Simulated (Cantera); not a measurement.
Feed: 1 mol NF3, 0.76 mol H2O, 41 mol N2, held at 2548.15 K and 133 Pa.

Method: chemical equilibrium by Gibbs-energy minimisation in Cantera with the NASA 1993 tables (ideal gas, pure condensed phases). Candidate condensed phases: H2O; 40 gas species. Equilibrium is a limit: real reactors are often held back by kinetics, nucleation or transport.

Base state: N2 0.916, F 0.0343, HF 0.0319, O 0.0137, NO 0.00160, H 0.00158, O2 0.000743, OH 4.60e-5 (mole fractions); condensed: gas only.

### Question
What changes in the equilibrium state with this change: temperature from 2548.15 K to 2123 K?

### Answer
| species | before | after |
|---|---|---|
| N2 | 0.916 | 0.922 |
| HF | 0.0319 | 0.0338 |
| F | 0.0343 | 0.0329 |
| O | 0.0137 | 0.00340 |
| O2 | 0.000743 | 0.00580 |
| H | 0.00158 | 6.52e-6 |
| N | 1.19e-5 | 1.26e-7 |
| OH | 4.60e-5 | 3.24e-6 |
| NO | 0.00160 | 0.00189 |

### Question
What changes in the equilibrium state with this change: temperature from 2548.15 K to 3198 K?

### Answer
```csv
species,before,after
N2,0.916,0.889
F,0.0343,0.0608
H,0.00158,0.0291
HF,0.0319,0.00348
O,0.0137,0.0159
O2,0.000743,7.34e-6
N,1.19e-5,0.00119
NO,0.00160,0.000376
H2,3.47e-6,1.44e-5
OH,4.60e-5,1.32e-5
```
